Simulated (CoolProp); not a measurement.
Properties of sulfur hexafluoride along the isotherm 331.2 K.

Values from CoolProp's reference Helmholtz-energy equation of state, Guder 2009.

| p (MPa) | phase | density (kg/m³) | Joule-Thomson coefficient (K/MPa) | isothermal compressibility (1/MPa) | expansivity (1/kK) | conductivity (mW/(m K)) |
|---|---|---|---|---|---|---|
| 0.00594 | gas | 0.3152 | 6.921 | 168.4 | 3.024 | 15.4 |
| 0.00924 | gas | 0.4904 | 6.923 | 108.3 | 3.027 | 15.4 |
| 0.0144 | gas | 0.7646 | 6.926 | 69.52 | 3.031 | 15.4 |
| 0.0224 | gas | 1.190 | 6.931 | 44.72 | 3.037 | 15.4 |
| 0.0349 | gas | 1.856 | 6.939 | 28.73 | 3.047 | 15.4 |
| 0.0543 | gas | 2.892 | 6.951 | 18.50 | 3.063 | 15.4 |
| 0.0846 | gas | 4.517 | 6.970 | 11.90 | 3.087 | 15.5 |
| 0.132 | gas | 7.075 | 7.000 | 7.656 | 3.127 | 15.5 |
| 0.205 | gas | 11.05 | … | 4.959 | 3.189 | 15.5 |
| 0.319 | gas | 17.36 | 7.122 | … | … | … |
| 0.497 | gas | 27.46 | … | 2.098 | 3.458 | … |
| 0.774 | gas | 43.83 | 7.448 | 1.383 | 3.751 | 15.9 |
| 1.21 | gas | 71.44 | 7.804 | 0.9273 | 4.304 | … |
| 1.88 | gas | 119.5 | 8.456 | 0.6525 | 5.483 | 17.1 |

Task: Some entries are withheld; supply them.

Result: 
- 0.205, Joule-Thomson coefficient (K/MPa): 7.047
- 0.319, isothermal compressibility (1/MPa): 3.218
- 0.319, expansivity (1/kK): 3.290
- 0.319, conductivity (mW/(m K)): 15.6
- 0.497, Joule-Thomson coefficient (K/MPa): 7.244
- 0.497, conductivity (mW/(m K)): 15.7
- 1.21, conductivity (mW/(m K)): 16.3

Thermal conductivity comes from a separate model (Assael 2012).
